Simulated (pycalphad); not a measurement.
Computed with pycalphad from the COST 507 light-alloy database (1999), at 1 atm. The database dates from 1999; later assessments differ in places, in temperatures and in the compounds included. Kinetics are ignored, which matters at the lower temperatures.

Problem. How does the equilibrium phase assembly of Ti-35.92Hf-0.1492B (wt.%) change on cooling from 2577 °C to 277 °C?

Solution. 
```tsv
T (°C)	phases above	phases below
1635.7	liquid	bcc + liquid
1545.6	bcc + liquid	bcc + BM
808.5	bcc + BM	bcc + BM + hcp
803.5	bcc + BM + hcp	BM + hcp
```
Changes were sought between steps of 100 K, so a narrower field can be missed.

Database names, with the compositions (at.%) that they take in these runs: BM: Ti 48-50 B 50 Hf 0-2.
